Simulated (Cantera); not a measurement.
A perfectly stirred reactor is fed with H2 : O2 = 0.051 : 1 (molar parts), equivalence ratio 0.025, at 1330 Pa; it is held at 1100 K, and followed from long to short residence time.

Detailed kinetics in Cantera: the H2/O2 subset of GRI-Mech 3.0, which has no nitrogen chemistry. Radical loss at walls, strong at low pressure, is not modelled. The temperature is held fixed by assumption; the heat of reaction is taken as removed at once.

Task: What does this change do: H2 0.051 to 0.073 parts?

Result: 
| quantity | before | after |
|---|---|---|
| x(H2) at τ = 0.660 s | 0.000302 | 0.000399 |
| x(O2) at τ = 0.660 s | 0.947 | 0.926 |
| x(O) at τ = 0.660 s | 0.00281 | 0.00289 |
| x(H2O2) at τ = 0.660 s | 9.42e-8 | 1.31e-7 |
| x(H) at τ = 0.660 s | 0.000282 | 0.000355 |
| x(H2) at τ = 29.0 ms | 0.00186 | 0.00245 |
| x(O2) at τ = 29.0 ms | 0.934 | 0.911 |
| x(O) at τ = 29.0 ms | 0.0138 | 0.0155 |
| x(H2O2) at τ = 29.0 ms | 1.39e-7 | 1.80e-7 |
| x(H) at τ = 29.0 ms | 0.00389 | 0.00540 |
